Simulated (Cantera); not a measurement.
A closed system holds: 1 mol Zr, 0.014 mol H2O, equilibrated at 13.3 mbar.

Cantera equilibrium calculation (NASA polynomials, part measured and part estimated; ideal gas, pure solids and liquids). Candidate condensed phases: H2O, Zr, ZrO2; 12 gas species. Mutual solubility and eutectic melting of coexisting phases are not modelled. Condensed phases not in the tables: N, O or C dissolved in the metal. Kinetics and transport are ignored.

x: gas mole fraction; n: condensed amount in mol.

| T (K) | x H2 | x H | x ZrO | x H2O | x Zr | n Zr(β) | n ZrO2(monoclinic) | n ZrO2(tetragonal) |
|---|---|---|---|---|---|---|---|---|
| 1325 | 1.000 | 1.42e-5 | <1e-12 | 1.41e-10 | <1e-12 | 0.993 | 0.00700 | 0 |
| 1375 | 1.000 | 2.97e-5 | <1e-12 | 3.75e-10 | <1e-12 | 0.993 | 0.00700 | 0 |
| 1425 | 1.000 | 5.91e-5 | 1.20e-12 | 9.28e-10 | <1e-12 | 0.993 | 0.00700 | 0 |
| 1475 | 1.000 | ___ | ___ | ___ | <1e-12 | 0.993 | 0.00700 | 0 |
| 1525 | 1.000 | ___ | ___ | ___ | ___ | 0.993 | 0 | 0.00700 |
| 1575 | 1.000 | 0.000360 | 1.76e-10 | 9.73e-9 | 1.04e-11 | 0.993 | 0 | 0.00700 |
| 1625 | 0.999 | 0.000611 | 7.55e-10 | 1.92e-8 | 4.30e-11 | 0.993 | 0 | 0.00700 |
| 1675 | 0.999 | 0.00101 | 2.95e-9 | 3.65e-8 | 1.63e-10 | 0.993 | 0 | 0.00700 |
| 1725 | 0.998 | 0.00161 | 1.07e-8 | 6.67e-8 | 5.72e-10 | 0.993 | 0 | 0.00700 |
| 1775 | 0.997 | 0.00250 | 3.58e-8 | 1.18e-7 | 1.87e-9 | 0.993 | 0 | 0.00700 |
| 1825 | 0.996 | 0.00381 | 1.12e-7 | 2.01e-7 | 5.72e-9 | 0.993 | 0 | 0.00700 |
| 1875 | 0.994 | 0.00566 | 3.31e-7 | 3.34e-7 | 1.65e-8 | 0.993 | 0 | 0.00700 |
| 1925 | 0.992 | 0.00825 | 9.22e-7 | 5.39e-7 | 4.49e-8 | 0.993 | 0 | 0.00700 |

**Question.** Complete the blanks.

**Answer.** 
- 1525, x H: 0.000205
- 1525, x ZrO: 3.75e-11
- 1525, x H2O: 4.70e-9
- 1525, x Zr: 2.30e-12
- 1475, x H: 0.000112
- 1475, x ZrO: 7.15e-12
- 1475, x H2O: 2.16e-9
